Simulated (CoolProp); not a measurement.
The numbers come from the reference Helmholtz-energy equation of state, Gao 2020 in CoolProp.

**Question.** Give the vapour pressure (MPa), vapour density (kg/m³), enthalpy of vaporisation (kJ/kg), liquid conductivity (mW/(m K)) of saturated ammonia at 370.1 K.

**Answer.** 
| T (K) | p (MPa) | vapour density (kg/m³) | enthalpy of vaporisation (kJ/kg) | liquid conductivity (mW/(m K)) |
|---|---|---|---|---|
| 370.1 | 5.89 | 51.9 | 743 | 293 |

Thermal conductivity comes from a separate model (Tufeu 1984).
